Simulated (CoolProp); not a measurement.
The fluid at 308.52 K and 0.453 MPa flows at 14 m/s in a round tube of 25 mm bore and 15 µm roughness, fully developed (64/Re and Nu = 3.66 if laminar; Colebrook and Gnielinski if turbulent). The same conditions are run with several fluids, on thermodynamics alone (safety and materials aside).

Computed with CoolProp (reference Helmholtz-energy equation of state of each fluid (benzene: Thol 2012; n-decane: Lemmon 2006; p-xylene: Zhou 2012; water: Wagner 2002; n-pentane: Thol 2019)).

```json
[
 {"fluid": "benzene", "Reynolds number": "574000", "Darcy friction factor": "0.0182", "pressure drop (Pa/m)": "61400", "heat-transfer coefficient (W/(m² K))": "18900", "mass flow (kg/h)": "21300"},
 {"fluid": "n-decane", "Reynolds number": "341000", "Darcy friction factor": "0.0186", "pressure drop (Pa/m)": "52400", "heat-transfer coefficient (W/(m² K))": "13800", "mass flow (kg/h)": "17800"},
 {"fluid": "p-xylene", "Reynolds number": "551000", "Darcy friction factor": "0.0182", "pressure drop (Pa/m)": "60400", "heat-transfer coefficient (W/(m² K))": "17200", "mass flow (kg/h)": "21000"},
 {"fluid": "water", "Reynolds number": "487000", "Darcy friction factor": "0.0183", "pressure drop (Pa/m)": "71200", "heat-transfer coefficient (W/(m² K))": "62600", "mass flow (kg/h)": "24600"},
 {"fluid": "n-pentane", "Reynolds number": "1310000", "Darcy friction factor": "0.0177", "pressure drop (Pa/m)": "42500", "heat-transfer coefficient (W/(m² K))": "25000", "mass flow (kg/h)": "15100"}
]
```

Transport values come from each fluid's own correlations; those of n-pentane are estimates that may be off by 10 % or more.
